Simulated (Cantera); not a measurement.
A perfectly stirred reactor is fed with 2.63 % CH4, 97.4 % H2, at 0.0133 bar; it is held at 2023 K, and followed from long to short residence time.

Model: GRI-Mech 3.0 (53 species, 325 reactions), integrated in Cantera. GRI-Mech 3.0 stops at C3 and has no aromatics, soot or wall deposition, so with more carbon than oxygen in the feed, carbon stays in small species such as C2H2 where larger ones or solid carbon would form. Radical loss at walls, strong at low pressure, is not modelled.

Predict: x(CH4) at τ = 23.0 s; x(H2) at τ = 23.0 s; x(C2H4) at τ = 23.0 s; x(CH3) at τ = 23.0 s; x(CH4) at τ = 66.0 ms; x(H2) at τ = 66.0 ms; x(C2H6) at τ = 66.0 ms; x(C2H4) at τ = 66.0 ms; x(CH3) at τ = 66.0 ms.


```json
{
  "x(CH4) at τ = 23.0 s": "0.000221",
  "x(H2) at τ = 23.0 s": "0.972",
  "x(C2H4) at τ = 23.0 s": "1.05e-6",
  "x(CH3) at τ = 23.0 s": "6.85e-5",
  "x(CH4) at τ = 66.0 ms": "0.00968",
  "x(H2) at τ = 66.0 ms": "0.975",
  "x(C2H6) at τ = 66.0 ms": "5.18e-7",
  "x(C2H4) at τ = 66.0 ms": "3.04e-5",
  "x(CH3) at τ = 66.0 ms": "0.00130"
}
```
